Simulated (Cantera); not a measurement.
Charge: 1 mol SiCl4, 1.2 mol HCl, 90 mol H2, at 37000 Pa.

These are equilibrium values from Cantera (NASA tables, ideal gas, pure condensed phases), not measurements of a reactor. Candidate condensed phases: Si; 19 gas species. The tables' values for SiCl3 are old estimates; treat these amounts as uncertain. Kinetics and transport are ignored.

x: gas mole fraction; n: condensed amount in mol.

```csv
T (K),x H2,x HCl,x SiCl4,x SiCl2,n Si(s)
975,0.973,0.0160,0.00793,(withheld),0
1025,0.972,0.0171,0.00703,(withheld),0
1075,0.971,0.0183,0.00605,(withheld),0
1125,0.969,0.0199,0.00501,(withheld),0
1175,0.966,0.0238,0.00388,(withheld),0.0636
1225,0.962,0.0291,0.00273,(withheld),0.171
1275,0.958,0.0338,0.00171,(withheld),0.260
1325,0.955,0.0374,0.000951,(withheld),0.322
1375,0.953,0.0397,0.000484,(withheld),0.360
1425,0.952,0.0410,0.000236,0.00533,0.377
1475,0.952,0.0417,0.000114,0.00574,0.382
1525,0.951,0.0419,5.56e-5,0.00605,0.380
1575,0.951,0.0420,2.80e-5,0.00629,0.375
```

**Question.** Complete the blanks.

**Answer.** 
- 975, x SiCl2: 1.17e-5
- 1025, x SiCl2: 5.53e-5
- 1075, x SiCl2: 0.000210
- 1125, x SiCl2: 0.000642
- 1175, x SiCl2: 0.00134
- 1225, x SiCl2: 0.00215
- 1275, x SiCl2: 0.00310
- 1325, x SiCl2: 0.00401
- 1375, x SiCl2: 0.00477
